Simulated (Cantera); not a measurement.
An adiabatic, constant-pressure homogeneous reactor starts with CO : H2 : O2 : N2 = 1 : 0.049 : 1.34 : 5.06 (molar parts), equivalence ratio 0.39, at 1200 K and 3.45 atm.

Detailed kinetics in Cantera: GRI-Mech 3.0 (53 species, 325 reactions). The hydrogen kinetics of GRI-Mech 3.0 are dated; newer H2 mechanisms differ, most at raised pressure.

x: mole fraction; the columns are a selection and need not sum to one.

```tsv
t (s)	T (K)	x CO	x H2	x O2	x N2O	x H	x H2O2	x HO2
6.00e-6	1200	0.134	0.00658	0.180	<1e-12	6.00e-9	3.42e-12	(withheld)
1.43e-5	1200	0.134	0.00658	0.180	2.28e-12	3.32e-8	6.80e-11	(withheld)
3.43e-5	1200	0.134	0.00657	0.180	6.22e-11	7.41e-7	6.61e-9	(withheld)
8.20e-5	1247	0.129	0.00413	0.176	4.10e-8	0.000312	8.71e-6	(withheld)
0.000196	1911	0.0375	0.000207	0.127	2.98e-6	0.00133	1.57e-7	(withheld)
0.000469	2198	0.00857	6.27e-5	0.119	2.68e-6	0.000141	3.44e-8	(withheld)
0.00112	2253	0.00303	2.39e-5	0.118	1.33e-6	2.99e-5	1.90e-8	1.75e-6
0.00268	2262	0.00206	1.72e-5	0.118	9.95e-7	1.79e-5	1.68e-8	1.64e-6
0.00640	2261	0.00202	1.69e-5	0.118	9.84e-7	1.75e-5	1.67e-8	1.63e-6
0.0153	2259	0.00200	1.68e-5	0.117	9.79e-7	1.72e-5	1.66e-8	1.61e-6
0.0366	2255	0.00196	1.65e-5	0.116	9.74e-7	1.67e-5	1.64e-8	1.58e-6
0.0875	2249	0.00189	1.60e-5	0.115	9.72e-7	1.59e-5	1.61e-8	1.54e-6
0.209	2244	0.00184	1.57e-5	0.113	9.77e-7	1.53e-5	1.58e-8	1.50e-6
0.500	2243	0.00183	1.56e-5	0.113	9.78e-7	1.52e-5	1.58e-8	1.50e-6
```

Task: What belongs in the gaps?

Result: 
- 6.00e-6, x HO2: 1.32e-8
- 1.43e-5, x HO2: 1.24e-7
- 3.43e-5, x HO2: 3.42e-6
- 8.20e-5, x HO2: 0.000120
- 0.000196, x HO2: 1.83e-5
- 0.000469, x HO2: 3.18e-6
